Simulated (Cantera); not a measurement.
An isothermal, constant-pressure homogeneous reactor starts with NH₃ : N₂ = 1 : 10 (molar parts), at 1675 K and 0.0296 atm. Integrator tolerance rtol = 1e-08.

Cantera simulation using the gas-phase N/H chemistry of the illustrative SiF4/NH3 mechanism in the Surface Chemkin manual (1991); the numbers are that mechanism's predictions, not measurements. Walls and surfaces, which speed up NH3 decomposition in real reactors, are not modelled.

Question: What does this change do: N2 10 to 6.1 parts?

Answer: 
```tsv
quantity	before	after
x(NH₃) at 10.0 s	0.0530 (gas-phase equilibrium 4.73e-8)	0.0837 (gas-phase equilibrium 8.23e-8)
x(H₂) at 10.0 s	0.0520 (gas-phase equilibrium 0.125)	0.0751 (gas-phase equilibrium 0.185)
x(N) at 10.0 s	1.33e-7 (gas-phase equilibrium 1.80e-11)	1.25e-7 (gas-phase equilibrium 1.74e-11)
x(NH₂) at 10.0 s	5.37e-5 (gas-phase equilibrium 2.26e-10)	7.05e-5 (gas-phase equilibrium 3.23e-10)
x(H) at 10.0 s	2.12e-5 (gas-phase equilibrium 0.000238)	2.55e-5 (gas-phase equilibrium 0.000290)
x(N₂H₄) at 10.0 s	9.63e-10 (gas-phase equilibrium <1e-12)	1.66e-9 (gas-phase equilibrium <1e-12)
```

Question: What does this change do: NH3 1 to 1.3 parts?

Answer: 
```tsv
quantity	before	after
x(NH₃) at 10.0 s	0.0530 (gas-phase equilibrium 4.73e-8)	0.0677 (gas-phase equilibrium 6.41e-8)
x(H₂) at 10.0 s	0.0520 (gas-phase equilibrium 0.125)	0.0636 (gas-phase equilibrium 0.155)
x(N) at 10.0 s	1.33e-7 (gas-phase equilibrium 1.80e-11)	1.30e-7 (gas-phase equilibrium 1.77e-11)
x(NH₂) at 10.0 s	5.37e-5 (gas-phase equilibrium 2.26e-10)	6.23e-5 (gas-phase equilibrium 2.75e-10)
x(H) at 10.0 s	2.12e-5 (gas-phase equilibrium 0.000238)	2.35e-5 (gas-phase equilibrium 0.000265)
x(N₂H₄) at 10.0 s	9.63e-10 (gas-phase equilibrium <1e-12)	1.29e-9 (gas-phase equilibrium <1e-12)
```

Question: What does this change do: pressure from 0.0296 atm to 0.859 atm?

Answer: 
| quantity | before | after |
|---|---|---|
| x(NH₃) at 10.0 s | 0.0530 (gas-phase equilibrium 4.73e-8) | 0.00981 (gas-phase equilibrium 1.37e-6) |
| x(H₂) at 10.0 s | 0.0520 (gas-phase equilibrium 0.125) | 0.111 (gas-phase equilibrium 0.125) |
| x(N) at 10.0 s | 1.33e-7 (gas-phase equilibrium 1.80e-11) | 1.53e-8 (gas-phase equilibrium 3.35e-12) |
| x(NH₂) at 10.0 s | 5.37e-5 (gas-phase equilibrium 2.26e-10) | 7.55e-6 (gas-phase equilibrium 1.22e-9) |
| x(H) at 10.0 s | 2.12e-5 (gas-phase equilibrium 0.000238) | 3.43e-5 (gas-phase equilibrium 4.43e-5) |
| x(N₂H₄) at 10.0 s | 9.63e-10 (gas-phase equilibrium <1e-12) | 5.51e-10 (gas-phase equilibrium <1e-12) |
